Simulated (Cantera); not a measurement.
Mixture: H2 : O2 : N2 = 1 : 0.962 : 5.96 (molar parts), equivalence ratio 0.52, at 58000 Pa, adiabatic and at constant pressure. Ignition delay is the time to a rise of 400 K.

Detailed kinetics in Cantera: GRI-Mech 3.0 (53 species, 325 reactions). Where the delays flatten at high temperature, the 400 K rule measures the pace of heat release, not the induction time.

Q: Predict: delay at 1175 K; delay at 1225 K; delay at 1275 K; delay at 1325 K; delay at 1375 K; delay at 1425 K; delay at 1475 K.

A: 
| Item | Value |
|---|---|
| delay at 1175 K | 0.168 ms |
| delay at 1225 K | 0.145 ms |
| delay at 1275 K | 0.131 ms |
| delay at 1325 K | 0.124 ms |
| delay at 1375 K | 0.121 ms |
| delay at 1425 K | 0.121 ms |
| delay at 1475 K | 0.124 ms |
